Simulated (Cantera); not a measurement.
Input: 1 mol FeS, 1 mol H2, 0.081 mol H2O, held at 875 °C and 2.10 mbar.

These are equilibrium values from Cantera (NASA tables, ideal gas, pure condensed phases), not measurements of a reactor. Candidate condensed phases: Fe, FeO, Fe(OH)2, Fe(OH)3, FeS, FeSO4, FeS2, Fe2O3, Fe2(SO4)3, Fe3O4, H2O, H2SO4, S; 22 gas species. Mutual solubility and eutectic melting of coexisting phases are not modelled. FeS: taken at fixed stoichiometry. Rates play no part.

Base state: H2 0.922, H2O 0.0749, H2S 0.00287 (mole fractions); condensed: Fe(α) + FeS(s).

Task: What changes in the equilibrium state with this change: temperature from 875 °C to 925 °C?

Result: 
```json
[
 {"species": "H2", "before": "0.922", "after": "0.921"},
 {"species": "H2O", "before": "0.0749", "after": "0.0749"},
 {"species": "H2S", "before": "0.00287", "after": "0.00385"},
 {"species": "S2", "before": "4.10e-6", "after": "1.62e-5"},
 {"species": "SH", "before": "5.07e-6", "after": "1.39e-5"},
 {"species": "Fe(α), mol", "before": "0.00312", "after": "0"},
 {"species": "FeS(s), mol", "before": "0.997", "after": "0.996"},
 {"species": "Fe(γ), mol", "before": "0", "after": "0.00421"}
]
```
